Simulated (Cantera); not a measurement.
Gas-phase reforming

An isothermal, constant-pressure homogeneous reactor starts with 48.2 % CH4, 48.2 % CO2, 3.61 % H2, at 2073 K and 100000 Pa.

Detailed kinetics in Cantera: GRI-Mech 3.0 (53 species, 325 reactions).

```csv
t (s),x CH4,x CO2,x H2,x OH,x C2H4,x H2O
2.00e-6,0.477,0.481,0.0379,1.37e-6,3.90e-5,6.05e-5
5.11e-6,0.469,0.479,0.0418,2.71e-6,0.000716,0.000239
1.30e-5,0.433,0.470,0.0651,7.68e-6,0.00843,0.00139
3.33e-5,0.306,0.426,0.171,1.98e-5,0.0281,0.00887
8.50e-5,0.164,0.339,0.300,3.25e-5,0.0113,0.0358
0.000217,0.0732,0.235,0.335,5.64e-5,0.00231,0.0986
0.000554,0.0248,0.114,0.299,0.000101,0.000548,0.185
0.00141,0.0121,0.0493,0.298,0.000115,0.000268,0.199
0.00361,0.00970,0.0325,0.353,7.59e-5,0.000189,0.146
0.00922,0.00682,0.0192,0.411,4.29e-5,0.000117,0.0904
0.0235,0.00399,0.00988,0.456,2.14e-5,6.14e-5,0.0479
0.0601,0.00199,0.00452,0.484,9.66e-6,2.84e-5,0.0223
0.153,0.000898,0.00191,0.497,4.07e-6,1.20e-5,0.00953
0.392,0.000389,0.000777,0.504,1.65e-6,4.86e-6,0.00388
1.00,0.000173,0.000309,0.506,6.55e-7,1.91e-6,0.00155
```
x: mole fraction; the columns are a selection and need not sum to one.

Equilibrium at this temperature and pressure: CH4 2.28e-5, CO2 1.72e-5, H2 0.508, OH 3.65e-8, C2H4 9.07e-8, H2O 8.64e-5 (gas phase only).
